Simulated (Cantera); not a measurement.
A perfectly stirred reactor is fed with 32.0 % N₂O, 0.673 % H₂, 67.3 % N₂, at 760 Torr; it is held at 1600 K, and followed from long to short residence time.

Cantera simulation using GRI-Mech 3.0 (53 species, 325 reactions); the numbers are that mechanism's predictions, not measurements. GRI-Mech 3.0 was tuned for natural gas; its chemistry of N2O as a main component is partial and can be far from experiment. The temperature is held fixed by assumption; the heat of reaction is taken as removed at once.

One state of this run: x N₂O = 0.00151; x H₂ = 1.39e-6; x O₂ = 0.126; x OH = 7.73e-5; x H₂O₂ = 2.72e-9; x H₂O = 0.00578. x: mole fraction; the columns are a selection and need not sum to one.

Problem. Which value of τ (s) does it belong to?
A) 0.035
B) 1.8
C) 0.0073
D) 0.078

Solution. B, 1.8
